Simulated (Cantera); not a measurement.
Cantera run:

```python
import numpy as np
import cantera as ct

gas_names = """
    CL CL2 H HCL H2 Si SiCL SiCL2 SiCL3 SiCL4 SiH SiHCL3 SiH2 SiH2CL2 SiH3 SiH3CL SiH4 Si2 Si3
""".split()
cond_names = """
    Si(cr) Si(L)
""".split()


# ... load() reads the species with a 1 bar reference pressure and builds the phases ...
atoms = {
    'SiCl4': {'Si': 1, 'CL': 4},
    'HCl': {'H': 1, 'CL': 1},
    'H2': {'H': 2},
}
top_T = {}  # K; cautious upper limits of use, not melting points


# ... equilibrate(T, P, feed) seeds the gas with the atoms and calls Mixture.equilibrate('TP', solver="vcs", rtol=1e-11, max_steps=5000) ...
results = []
feed = {'SiCl4': 1, 'HCl': 2.8, 'H2': 1400}  # mol
P = 590  # Pa
for T in [1473, 1548, 1623, 1698, 1773, 1848, 1923, 1998, 2073, 2148, 2223, 2298, 2373, 2448]:
    mix = equilibrate(T, P, feed)
    results.append((T, P, feed, dict(zip(mix.species_names, mix.species_moles))))

top = {s: max(r[3][s] / sum(r[3][g] for g in gas_names) for r in results) for s in gas_names}
cols = sorted((s for s in top if top[s] > 1e-05), key=lambda s: -top[s])[:9]
seen = [c for c in cond_names if any(r[3].get(c, 0) > 1e-12 for r in results)]
print("log10 of partial pressures in bar; condensed amounts in mol")
print(f"{'T/K':>10s}" + "".join(f"{s[:9]:>10s}" for s in cols + seen))
for T, P, feed, n in results:
    ng = sum(n[g] for g in gas_names)
    print(f"{T:10.4g}" + "".join(f"{np.log10(max(n[s] / ng * P / 1e5, 1e-99)):10.3f}" for s in cols)
          + "".join(f"{n.get(c, 0):10.4g}" for c in seen))
```

Result:

```
log10 of partial pressures in bar; condensed amounts in mol
       T/K        H2         H       HCL        CL        Si     SiCL2       SiH      SiH2      SiCL    Si(cr)     Si(L)
      1473    -2.231    -6.014    -4.557    -8.431    -8.262    -6.386    -8.822    -8.210    -8.738    0.8982         0
      1548    -2.231    -5.627    -4.558    -8.052    -7.498    -6.362    -8.191    -7.796    -8.249    0.8822         0
      1623    -2.232    -5.276    -4.559    -7.707    -6.806    -6.343    -7.619    -7.421    -7.806    0.8357         0
      1698    -2.232    -4.956    -4.560    -7.393    -6.183    -6.333    -7.106    -7.087    -7.411         0    0.6834
      1773    -2.233    -4.662    -4.561    -7.104    -5.672    -6.381    -6.697    -6.841    -7.108         0    0.2836
      1848    -2.235    -4.393    -4.556    -6.834    -5.461    -6.674    -6.580    -6.874    -7.083         0         0
      1923    -2.237    -4.144    -4.555    -6.586    -5.431    -7.113    -6.637    -7.070    -7.227         0         0
      1998    -2.241    -3.915    -4.557    -6.360    -5.418    -7.540    -6.704    -7.266    -7.377         0         0
      2073    -2.246    -3.703    -4.564    -6.152    -5.411    -7.948    -6.775    -7.456    -7.526         0         0
      2148    -2.255    -3.508    -4.574    -5.962    -5.410    -8.337    -6.846    -7.641    -7.672         0         0
      2223    -2.268    -3.327    -4.589    -5.788    -5.412    -8.709    -6.919    -7.821    -7.814         0         0
      2298    -2.286    -3.162    -4.611    -5.629    -5.417    -9.070    -6.993    -7.999    -7.956         0         0
      2373    -2.310    -3.010    -4.640    -5.486    -5.426    -9.423    -7.071    -8.178    -8.098         0         0
      2448    -2.344    -2.873    -4.680    -5.358    -5.439    -9.772    -7.154    -8.360    -8.242         0         0
```

Cantera equilibrium calculation (NASA polynomials, part measured and part estimated; ideal gas, pure solids and liquids). The tables' values for SiCl are old estimates; treat these amounts as uncertain. Gases not in the tables: Si2H6 and higher silanes.
